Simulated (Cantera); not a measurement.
An adiabatic, constant-volume homogeneous reactor starts with H2 : O2 : N2 : H2O = 1 : 0.278 : 1.04 : 0.08 (molar parts), equivalence ratio 1.8, at 1650 K and 4.93 atm.

Model: GRI-Mech 3.0 (53 species, 325 reactions), integrated in Cantera. The hydrogen kinetics of GRI-Mech 3.0 are dated; newer H2 mechanisms differ, most at raised pressure. Above 3000 K some thermodynamic fits are extrapolated.

**Question.** Predict: time of steepest temperature rise; temperature at 2.00 s; equilibrium temperature; x(H2) at 2.00 s; x(O2) at 2.00 s; x(H2O) at 2.00 s; x(H2O2) at 2.00 s; x(H) at 2.00 s.

**Answer.** 
| Property | Result |
|---|---|
| time of steepest temperature rise | 1.86 µs |
| temperature at 2.00 s | 3126 K |
| equilibrium temperature | 3126 K |
| x(H2) at 2.00 s | 0.201 (gas-phase equilibrium 0.201) |
| x(O2) at 2.00 s | 0.000946 (gas-phase equilibrium 0.000946) |
| x(H2O) at 2.00 s | 0.267 (gas-phase equilibrium 0.267) |
| x(H2O2) at 2.00 s | 5.02e-7 (gas-phase equilibrium 5.02e-7) |
| x(H) at 2.00 s | 0.0352 (gas-phase equilibrium 0.0352) |
